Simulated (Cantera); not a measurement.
A closed system holds: 1 mol TEOS, 8.2 mol O₂, 5.8 mol N₂, equilibrated at 850 K and 0.240 bar.

Equilibrium computed with Cantera from the NASA thermochemical tables; the gas is ideal and each condensed phase is pure. Candidate condensed phases: C, C₆H₆, C₇H₈, C₈H₁₈, H₂O, Si, SiC, SiO₂, Si₂N₂O, Si₃N₄; 151 gas species. The feed counts by its element totals alone. Rates play no part.

### Question
What is the equilibrium state?

### Answer
```
Item                                        Value
--------------------------------------  ---------
x(N₂)                                       0.244
x(CO₂)                                      0.244
x(H₂)                                       0.223
x(H₂O)                                      0.195
x(CO)                                      0.0915
x(CH₄)                                    0.00132
x(NH₃)                                    2.32e-5
n(SiO₂(β-quartz))                        1.00 mol
gas amount                              23.74 mol
log10 activity of C(graphite) (absent)      -0.75
log10 activity of Si(s) (absent)           -21.70
```
